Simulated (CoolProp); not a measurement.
Dimethyl ether along the isotherm 360.6 K: fugacity coefficient from the reference equation and from simpler models built on Tc = 400.4 K, pc = 53.37 bar, ω = 0.196; each cubic takes its own stable root.

The numbers come from the reference Helmholtz-energy equation of state, Wu 2011 in CoolProp.

```
p (bar)   phase  reference  van der Waals  Redlich-Kwong  Soave-Redlich-Kwong  Peng-Robinson
-------  ------  ---------  -------------  -------------  -------------------  -------------
10          gas     0.9074         0.9288         0.9149               0.9122         0.9050
20          gas     0.8155         0.8575         0.8309               0.8254         0.8126
30       liquid     0.6636         0.7844         0.7293               0.6840         0.6651
40       liquid     0.5120         0.6646         0.5661               0.5301         0.5136
50       liquid     0.4212         0.5562         0.4682               0.4380         0.4227
60       liquid     0.3608         0.4842         0.4031               0.3767         0.3623
70       liquid     0.3179         0.4331         0.3568               0.3331         0.3192
80       liquid     0.2858         0.3952         0.3222               0.3006         0.2871
```

At some of these states van der Waals gives the other phase, because its saturation line lies elsewhere.
